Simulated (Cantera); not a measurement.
A perfectly stirred reactor is fed with CO : H2 : CH4 : O2 : N2 = 1 : 0.66 : 0.27 : 1.9 : 7.15 (molar parts), equivalence ratio 0.72, at 10.0 bar; it is adiabatic with a 775 K inlet, and is followed from long to short residence time, starting on the burning branch (τ in s: 0.21, 0.057, 0.016, 0.0043, 0.0012, 0.00032, 8.7e-05, 2.4e-05, 6.5e-06).

Detailed kinetics in Cantera: GRI-Mech 3.0 (53 species, 325 reactions).

What does this change do: 1.1 parts H2O added?


| quantity | before | after |
|---|---|---|
| blow-out, bracketed by the residence times tried | burning at 6.50 µs, the shortest tried | burning at 24.0 µs, out at 6.50 µs |
| x(CO) at τ = 0.210 s | 0.00320 | 0.00119 |
| x(H2) at τ = 0.210 s | 0.000521 | 0.000401 |
| x(CH4) at τ = 0.210 s | 4.28e-8 | 7.07e-8 |
| x(NO) at τ = 0.210 s | 0.00782 | 0.00427 |
| x(CH2) at τ = 0.210 s | 9.35e-10 | 1.10e-9 |
| x(CO) at τ = 1.20 ms | 0.00510 | 0.00282 |
| x(H2) at τ = 1.20 ms | 0.000754 | 0.000733 |
| x(CH4) at τ = 1.20 ms | 5.96e-6 | 9.27e-6 |
| x(NO) at τ = 1.20 ms | 0.000895 | 0.000150 |
| x(CH2) at τ = 1.20 ms | 1.46e-7 | 1.73e-7 |
